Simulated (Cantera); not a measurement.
**Reactions in the system H-N-Nb-O**

Standard-state values (1 bar) from the NASA 1993 polynomials, evaluated with Cantera. Values are per mole of reaction as written; species without (g) are pure solids or liquids, kept so even where they would boil at 1 bar.

3 NbO2(g) + 2 NH3(g) → 3 Nb + N2(g) + 6 OH(g)

```json
[
 {"T (K)": "300", "ΔH° (kJ)": "928.1", "ΔS° (J/K)": "199.6", "ΔG° (kJ)": "868.2", "log10 K": "-151.17"},
 {"T (K)": "1473", "ΔH° (kJ)": "965.8", "ΔS° (J/K)": "263.2", "ΔG° (kJ)": "578.2", "log10 K": "-20.50"},
 {"T (K)": "1573", "ΔH° (kJ)": "967.9", "ΔS° (J/K)": "264.5", "ΔG° (kJ)": "551.8", "log10 K": "-18.32"},
 {"T (K)": "1673", "ΔH° (kJ)": "970.1", "ΔS° (J/K)": "265.9", "ΔG° (kJ)": "525.3", "log10 K": "-16.40"},
 {"T (K)": "1773", "ΔH° (kJ)": "972.4", "ΔS° (J/K)": "267.2", "ΔG° (kJ)": "498.6", "log10 K": "-14.69"},
 {"T (K)": "1873", "ΔH° (kJ)": "974.8", "ΔS° (J/K)": "268.5", "ΔG° (kJ)": "471.8", "log10 K": "-13.16"},
 {"T (K)": "1973", "ΔH° (kJ)": "977.4", "ΔS° (J/K)": "269.9", "ΔG° (kJ)": "444.9", "log10 K": "-11.78"},
 {"T (K)": "2073", "ΔH° (kJ)": "980.1", "ΔS° (J/K)": "271.2", "ΔG° (kJ)": "417.8", "log10 K": "-10.53"},
 {"T (K)": "2173", "ΔH° (kJ)": "983.1", "ΔS° (J/K)": "272.7", "ΔG° (kJ)": "390.6", "log10 K": "-9.39"}
]
```
